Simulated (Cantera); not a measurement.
Input: 1 mol Si₃N₄, 0.17 mol CO₂, 100 mol N₂, equilibrated at 1925 K and 0.0240 Torr.

Equilibrium computed with Cantera from the NASA thermochemical tables; the gas is ideal and each condensed phase is pure. Candidate condensed phases: C, Si, SiC, SiO₂, Si₂N₂O, Si₃N₄; 34 gas species. The tables' values for SiN are old estimates; treat these amounts as uncertain. Equilibrium is a limit: real reactors are often held back by kinetics, nucleation or transport.

Task: What is the equilibrium state?

Result: 
```json
{
  "x(N₂)": "0.970",
  "x(Si)": "0.0268",
  "x(SiO)": "0.00162",
  "x(CO)": "0.00161",
  "x(SiN)": "4.68e-5",
  "x(Si₂)": "1.14e-5",
  "x(Si₂C)": "5.87e-6",
  "x(Si₂N)": "3.26e-6",
  "gas_amount": "105.2 mol",
  "log10 activity of Si(l) (absent)": "-1.31",
  "log10 activity of C(graphite) (absent)": "-2.03"
}
```
